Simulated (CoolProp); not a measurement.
Vapour-liquid equilibrium of R134a (1) + R142b (2) at 1200 kPa; x and y are mole fractions of (1).

Computed with CoolProp (multi-fluid Helmholtz-energy mixture model, Tillner-Roth 1994 and Lemmon 2006; pair parameters Bell 2016).

```json
[
 {"x": "0.05", "bubble temperature, mixture model (K)": "344.5", "bubble temperature, Raoult's law (K)": "344.7", "y, mixture model": "0.085", "y, Raoult's law": "0.091"},
 {"x": "0.2", "bubble temperature, mixture model (K)": "338.4", "bubble temperature, Raoult's law (K)": "339.3", "y, mixture model": "0.303", "y, Raoult's law": "0.324"},
 {"x": "0.35", "bubble temperature, mixture model (K)": "333.4", "bubble temperature, Raoult's law (K)": "334.6", "y, mixture model": "0.477", "y, Raoult's law": "0.508"},
 {"x": "0.5", "bubble temperature, mixture model (K)": "329.2", "bubble temperature, Raoult's law (K)": "330.5", "y, mixture model": "0.622", "y, Raoult's law": "0.658"},
 {"x": "0.65", "bubble temperature, mixture model (K)": "325.7", "bubble temperature, Raoult's law (K)": "326.8", "y, mixture model": "0.746", "y, Raoult's law": "0.782"},
 {"x": "0.8", "bubble temperature, mixture model (K)": "322.8", "bubble temperature, Raoult's law (K)": "323.5", "y, mixture model": "0.857", "y, Raoult's law": "0.885"},
 {"x": "0.95", "bubble temperature, mixture model (K)": "320.2", "bubble temperature, Raoult's law (K)": "320.4", "y, mixture model": "0.964", "y, Raoult's law": "0.974"}
]
```

The largest gap from Raoult's law is -1.3 K in bubble temperature, at x = 0.5. No azeotrope shows between x = 0.05 and 0.95.

Pair parameters are fitted to limited data, so mixtures are less certain than the pure fluids.
